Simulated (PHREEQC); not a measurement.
A solution holds 0.028 mol HF and 0.00084 mol KF per kg of water, at 25 °C. Closed to the air; pH follows from the charge balance.

Model: ion-association model, phreeqc.dat, run in PHREEQC.

Precipitation was switched off in this run.

Problem. Order these F species by the share of F that they hold, largest first: HF, HF2-, F-.

Solution. HF (82 %), F- (16 %), HF2- (2.8 %)

The pH is 2.42 and the ionic strength 0.00489 mol/kgw.
